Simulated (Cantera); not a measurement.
What does this Cantera script print?

```python
import numpy as np
import cantera as ct

gas_names = """
    C CO CO2 C2 C2O C3 C3O2 C4 C5 Cu CuO Cu2 O O2 O3
""".split()
cond_names = """
    C(gr) Cu(cr) Cu(L) CuO(s) Cu2O(s) Cu2O(L)
""".split()


# ... load() reads the species with a 1 bar reference pressure and builds the phases ...
atoms = {
    'CuO': {'Cu': 1, 'O': 1},
    'CO': {'C': 1, 'O': 1},
}
top_T = {'C(gr)': 4500, 'CuO(s)': 1390}  # K; cautious upper limits of use, not melting points


# ... equilibrate(T, P, feed) seeds the gas with the atoms and calls Mixture.equilibrate('TP', solver="vcs", rtol=1e-11, max_steps=5000) ...
results = []
feed = {'CuO': 1, 'CO': 12}  # mol
T = 1148.15  # K
P = 6000  # Pa
mix = equilibrate(T, P, feed)
results.append((T, P, feed, dict(zip(mix.species_names, mix.species_moles))))
print(gas.report(threshold=1e-06))
for i in range(1, mix.n_phases):
    print(f"{mix.phase(i).name:16s} {mix.phase_moles(i):12.5e} mol")
```

It prints:

```
       temperature   1148.2 K
          pressure   6000 Pa
           density   0.018443 kg/m^3
  mean mol. weight   29.343 kg/kmol
   phase of matter   gas

                          1 kg             1 kmol
                     ---------------   ---------------
          enthalpy       -3.6197e+06       -1.0621e+08  J
   internal energy       -3.9451e+06       -1.1576e+08  J
           entropy            9136.5        2.6809e+05  J/K
    Gibbs function        -1.411e+07       -4.1403e+08  J
 heat capacity c_p            1215.6             35670  J/K
 heat capacity c_v            932.27             27356  J/K

                      mass frac. Y      mole frac. X     chem. pot. / RT
                     ---------------   ---------------   ---------------
                CO           0.87502           0.91667           -40.452
               CO2           0.12498          0.083333           -75.469
     [  +13 minor]        9.8653e-08        4.5554e-08

C(gr)             0.00000e+00 mol
Cu(cr)            9.99999e-01 mol
CuO(s)            0.00000e+00 mol
Cu2O(s)           0.00000e+00 mol
```

Method: chemical equilibrium by Gibbs-energy minimisation in Cantera with the NASA 1993 tables (ideal gas, pure condensed phases).
